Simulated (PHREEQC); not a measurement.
## Alkaline etch or developer (model solution)

Make-up at 20 °C: 0.18 mol/kgw KOH and 1.5e-06 mol/kgw H4SiO4. Closed to the air; pH follows from the charge balance.

Computed with PHREEQC (Pitzer model, pitzer.dat).

```
Item                          Value
--------------------  -------------
pH                            13.31
ionic strength        0.180 mol/kgw
activity of water             0.994
specific conductance    34600 µS/cm
density                 1.007 g/cm³
osmotic coefficient           0.939
total alkalinity         180 meq/kg
```

| species | molality | activity | log γ |
|---|---|---|---|
| OH- | 0.180 | 0.140 | -0.108 |
| K+ | 0.180 | 0.135 | -0.127 |
| H2SiO4-2 | 1.17e-6 | 2.33e-7 | -0.698 |
| H3SiO4- | 3.35e-7 | 2.33e-7 | -0.158 |

This is a speciation only: nothing precipitates in the calculation.
